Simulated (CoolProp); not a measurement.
Model: reference Helmholtz-energy equation of state, Lemmon 2006, in CoolProp. It is a short technical equation, of lower accuracy than the large ones.

Give the vapour pressure (MPa), vapour Z, surface tension (mN/m) of saturated carbon monoxide at -160.55 °C.


```
T (°C)   p (MPa)  vapour Z  surface tension (mN/m)
-------  -------  --------  ----------------------
-160.55     1.25     0.757                    3.28
```

Surface tension comes from a separate correlation (Mulero 2012).
